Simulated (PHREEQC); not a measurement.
Dissolve 0.2 mmol/kgw TMAH, 0.00098 mmol/kgw K2SiO3 and 0.011 mmol/kgw Na2CO3 at 91 °C. Closed to the air; pH follows from the charge balance.

Computed with PHREEQC (ion-association model, phreeqc.dat).

```yaml
pH: 8.71
ionic_strength: 0.000224 mol/kgw
total_alkalinity: 0.224 meq/kg
```

```tsv
species	molality	activity	log γ
OH-	0.000212	0.000208	-0.009
(CH3)4N+	0.000200	0.000196	-0.009
Na+	2.20e-5	2.16e-5	-0.009
HCO3-	1.05e-5	1.03e-5	-0.009
K+	1.96e-6	1.92e-6	-0.009
H4SiO4	7.19e-7	7.19e-7	0.000
```

Precipitation was switched off in this run. (CH3)4N+ isn't in the database: it is added as a free cation with an ion size of 4 Å. Constants without temperature data keep their 25 °C values here.
